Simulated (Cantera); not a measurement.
A perfectly stirred reactor is fed with NH₃ : H₂ = 1 : 2.1 (molar parts), at 50000 Pa; it is held at 2300 K, and followed from long to short residence time.

Detailed kinetics in Cantera: the gas-phase N/H chemistry of the illustrative SiF4/NH3 mechanism in the Surface Chemkin manual (1991). Walls and surfaces, which speed up NH3 decomposition in real reactors, are not modelled.

### Question
What does this change do: pressure from 50000 Pa to 28000 Pa?

### Answer
```json
[
 {"quantity": "x(NH₃) at τ = 1.20 s", "before": "0.000779", "after": "0.000689"},
 {"quantity": "x(H₂) at τ = 1.20 s", "before": "0.866", "after": "0.863"},
 {"quantity": "x(N₂H₄) at τ = 1.20 s", "before": "3.29e-11", "after": "2.27e-11"},
 {"quantity": "x(N) at τ = 1.20 s", "before": "6.66e-6", "after": "1.17e-5"},
 {"quantity": "x(NH) at τ = 1.20 s", "before": "1.04e-5", "after": "1.45e-5"},
 {"quantity": "x(NH₃) at τ = 0.110 s", "before": "0.00759", "after": "0.0148"},
 {"quantity": "x(H₂) at τ = 0.110 s", "before": "0.867", "after": "0.864"},
 {"quantity": "x(N₂H₄) at τ = 0.110 s", "before": "8.87e-10", "after": "1.18e-9"},
 {"quantity": "x(N) at τ = 0.110 s", "before": "9.68e-6", "after": "9.25e-6"},
 {"quantity": "x(NH) at τ = 0.110 s", "before": "2.85e-5", "after": "3.45e-5"}
]
```

### Question
What does this change do: temperature 2300 to 1275 K?

### Answer
```tsv
quantity	before	after
x(NH₃) at τ = 1.20 s	0.000779	0.323
x(H₂) at τ = 1.20 s	0.866	0.677
x(N₂H₄) at τ = 1.20 s	3.29e-11	1.31e-9
x(N) at τ = 1.20 s	6.66e-6	<1e-12
x(NH) at τ = 1.20 s	1.04e-5	1.62e-10
x(NH₃) at τ = 0.110 s	0.00759	0.323
x(H₂) at τ = 0.110 s	0.867	0.677
x(N₂H₄) at τ = 0.110 s	8.87e-10	5.00e-10
x(N) at τ = 0.110 s	9.68e-6	<1e-12
x(NH) at τ = 0.110 s	2.85e-5	6.18e-11
```
